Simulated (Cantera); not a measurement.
Input: 1 mol SiCl4, a varied amount of N2, 21 mol H2, held at 1677 °C and 1.00 bar.

Cantera equilibrium calculation (NASA polynomials, part measured and part estimated; ideal gas, pure solids and liquids). Candidate condensed phases: NH4Cl, Si, Si3N4; 28 gas species. Gases not in the tables: Si2H6 and higher silanes. Equilibrium is a limit: real reactors are often held back by kinetics, nucleation or transport.

Problem. What share of the Si ends up in condensed phases as a function of n(N2) (mol), at 2.1, 2.8, 3.6, 4.3, 5.1, 5.9, 6.6, 7.4, 8.1, 8.9, 9.6?

Solution. 
```csv
n(N2) (mol),Si condensed (%),as
2.1,21.8,Si(l)
2.8,26.2,Si3N4(s)
3.6,31.2,Si3N4(s)
4.3,34.6,Si3N4(s)
5.1,37.8,Si3N4(s)
5.9,40.3,Si3N4(s)
6.6,42.3,Si3N4(s)
7.4,44.1,Si3N4(s)
8.1,45.6,Si3N4(s)
8.9,47.0,Si3N4(s)
9.6,48.1,Si3N4(s)
```
